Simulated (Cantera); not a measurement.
An isothermal, constant-pressure homogeneous reactor starts with C2H6 : N2 = 1.3 : 2.8 (molar parts), at 1775 K and 383 Torr.

Computed with Cantera and GRI-Mech 3.0 (53 species, 325 reactions). GRI-Mech 3.0 stops at C3 and has no aromatics, soot or wall deposition, so with more carbon than oxygen in the feed, carbon stays in small species such as C2H2 where larger ones or solid carbon would form.

x: mole fraction; the columns are a selection and need not sum to one.

```
t (s)       x C2H6    x C2H    x CH2   x H2  x C2H2
--------  --------  -------  -------  -----  ------
7.00e-5    0.00377        …  8.66e-6  0.211  0.0874
0.000266  0.000191        …  8.94e-7  0.255   0.133
0.00101    8.62e-5  6.94e-7  5.14e-7  0.282   0.160
0.00382    6.30e-5        …  4.76e-7  0.304   0.170
0.0145     2.33e-5        …  3.21e-7  0.338   0.179
0.0550     3.64e-6  9.42e-7  1.43e-7  0.369   0.188
0.209      5.18e-7  9.88e-7  5.21e-8  0.381   0.191
0.791      3.01e-7  9.95e-7  3.59e-8  0.383   0.192
3.00       3.00e-7  9.95e-7  3.57e-8  0.383   0.192
```

Question: Fill in the missing entries.

Answer: 
- 7.00e-5, x C2H: 1.85e-6
- 0.000266, x C2H: 7.53e-7
- 0.00382, x C2H: 7.75e-7
- 0.0145, x C2H: 8.50e-7
